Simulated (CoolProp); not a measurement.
Computed with CoolProp (reference Helmholtz-energy equation of state, Penoncello 2003).

For CHF3 (R23), give the phase and the density (kg/m³), expansivity (1/kK), viscosity (µPa s), fugacity coefficient at 136 K and 0.0163 MPa; 123.4 K and 0.423 MPa.


- 136 K and 0.0163 MPa: liquid; density 1640, expansivity 2.07, viscosity 1050, fugacity coefficient 0.0533
- 123.4 K and 0.423 MPa: liquid; density 1680, expansivity 1.94, viscosity 1650, fugacity coefficient 0.000345

Viscosity comes from a separate model (Shan 2000).
